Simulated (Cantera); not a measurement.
A perfectly stirred reactor is fed with 5.86 % CH4, 3.58 % H2, 19.1 % O2, 71.5 % N2, equivalence ratio 0.71, at 1.01 bar; it is adiabatic with a 700 K inlet, and is followed from long to short residence time, starting on the burning branch (τ in s: 0.21, 0.085, 0.034, 0.013, 0.0054, 0.0021, 0.00085, 0.00034, 0.00013, 5.3e-05).

Model: GRI-Mech 3.0 (53 species, 325 reactions), integrated in Cantera.

**Question.** Predict: blow-out, bracketed by the residence times tried; x(CH4) at τ = 0.210 s; x(H2) at τ = 0.210 s; x(O2) at τ = 0.210 s; x(NO2) at τ = 0.210 s; x(CO) at τ = 0.210 s; x(CH4) at τ = 2.10 ms; x(H2) at τ = 2.10 ms; x(O2) at τ = 2.10 ms; x(NO2) at τ = 2.10 ms; x(CO) at τ = 2.10 ms.

**Answer.** 
```
Quantity                                                                          Result
------------------------------------------------  --------------------------------------
blow-out, bracketed by the residence times tried  burning at 53.0 µs, the shortest tried
x(CH4) at τ = 0.210 s                                                            1.07e-6
x(H2) at τ = 0.210 s                                                            0.000663
x(O2) at τ = 0.210 s                                                              0.0550
x(NO2) at τ = 0.210 s                                                            1.40e-6
x(CO) at τ = 0.210 s                                                             0.00132
x(CH4) at τ = 2.10 ms                                                            4.03e-5
x(H2) at τ = 2.10 ms                                                             0.00311
x(O2) at τ = 2.10 ms                                                              0.0577
x(NO2) at τ = 2.10 ms                                                            4.73e-8
x(CO) at τ = 2.10 ms                                                             0.00628
```
